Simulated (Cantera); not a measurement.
A closed system holds: 1 mol SiH4, a varied amount of H2O, at 2023 K and 0.133 bar.

Cantera equilibrium calculation (NASA polynomials, part measured and part estimated; ideal gas, pure solids and liquids). Candidate condensed phases: H2O, Si, SiO2; 18 gas species. The tables hold silica as quartz up to 1696 K and as liquid above; real silica turns to tridymite and cristobalite and melts near 1996 K. Gases not in the tables: Si(OH)4. The numbers say what is thermodynamically allowed, not how fast it happens.

x: gas mole fraction; n: condensed amount in mol.

| n(H2O) (mol) | x H2 | x H2O | x SiO | x H | x OH | n SiO2(l) |
|---|---|---|---|---|---|---|
| 1.5 | 0.861 | 0.00513 | 0.129 | 0.00483 | 3.00e-6 | 0.479 |
| 1.9 | 0.936 | 0.0173 | 0.0418 | 0.00503 | 9.66e-6 | 0.830 |
| 2.3 | 0.908 | 0.0779 | 0.00898 | 0.00496 | 4.43e-5 | 0.961 |
| 2.8 | 0.822 | 0.169 | 0.00374 | 0.00472 | 0.000101 | 0.982 |
| 3.4 | … | … | … | 0.00445 | … | 0.988 |
| 4.1 | 0.650 | 0.344 | 0.00145 | 0.00419 | 0.000231 | 0.991 |
| 5 | 0.567 | 0.428 | 0.00102 | 0.00392 | 0.000308 | 0.993 |
| 6.1 | … | … | … | 0.00364 | … | 0.994 |
| 7.5 | 0.418 | 0.578 | 0.000557 | 0.00336 | 0.000484 | 0.995 |
| 9.1 | 0.358 | 0.638 | 0.000432 | 0.00311 | 0.000578 | 0.995 |

### Question
Fill in the missing entries.

### Answer

- 6.1, x H2: 0.490
- 6.1, x H2O: 0.505
- 6.1, x SiO: 0.000747
- 6.1, x OH: 0.000391
- 3.4, x H2: 0.733
- 3.4, x H2O: 0.260
- 3.4, x SiO: 0.00217
- 3.4, x OH: 0.000165
